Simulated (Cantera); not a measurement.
# Equilibrium for silicon oxide and oxynitride deposition: SiH4 + N2O + N2 + NO

A closed system holds: 1 mol SiH4, 1.4 mol N2O, 100 mol N2, 1.9 mol NO, at 902 °C and 3.20 mbar.

These are equilibrium values from Cantera (NASA tables, ideal gas, pure condensed phases), not measurements of a reactor. Candidate condensed phases: H2O, Si, SiO2, Si2N2O, Si3N4; 35 gas species. The tables hold silica as quartz up to 1696 K and as liquid above; real silica turns to tridymite and cristobalite and melts near 1996 K. Kinetics and transport are ignored.

```
Quantity                              Value
--------------------------------  ---------
x(N2)                                 0.981
x(H2O)                               0.0125
x(H2)                               0.00671
n(SiO2(β-quartz))                  1.00 mol
gas amount                        104.3 mol
log10 activity of Si(s) (absent)     -15.39
```
